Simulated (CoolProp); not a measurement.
Model: reference Helmholtz-energy equation of state, Pan 2012, in CoolProp.

Question: Give the vapour pressure (MPa), enthalpy of vaporisation (kJ/kg), surface tension (mN/m), vapour viscosity (µPa s) of saturated R236FA at 264.9, 294.4, 312.1 K.

Answer: 
```json
[
 {"T (K)": "264.9", "p (MPa)": "0.0758", "enthalpy of vaporisation (kJ/kg)": "163", "surface tension (mN/m)": "13.7", "vapour viscosity (µPa s)": "9.69"},
 {"T (K)": "294.4", "p (MPa)": "0.239", "enthalpy of vaporisation (kJ/kg)": "147", "surface tension (mN/m)": "10.0", "vapour viscosity (µPa s)": "10.7"},
 {"T (K)": "312.1", "p (MPa)": "0.423", "enthalpy of vaporisation (kJ/kg)": "137", "surface tension (mN/m)": "7.95", "vapour viscosity (µPa s)": "11.4"}
]
```

Viscosity comes from a separate model (Huber 2003), an estimate that may be off by 10 % or more. Surface tension comes from a separate correlation (Mulero 2012).
